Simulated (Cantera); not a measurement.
A closed system holds: 1 mol Ta2O5, 0.48 mol H2, 0.59 mol H2O, at 2175 K and 47.0 Pa.

Equilibrium computed with Cantera from the NASA thermochemical tables; the gas is ideal and each condensed phase is pure. Kinetics and transport are ignored.

```
species         before     after
-------------  -------  --------
H2O              0.466     0.511
H2               0.364     0.398
H                0.136    0.0775
OH              0.0234    0.0114
TaO2           0.00161  0.000337
O              0.00612   0.00159
O2             0.00332  0.000872
Ta2O5(l), mol    0.999     1.000
```
Gas species are given as mole fractions.

### Question
Name the change that produced these shifts.
A. H2O from 0.59 to 6.7 mol
B. pressure from 47.0 Pa to 1330 Pa
C. pressure from 47.0 Pa to 8200 Pa
D. temperature from 2175 K to 2075 K

### Answer
D, temperature from 2175 K to 2075 K
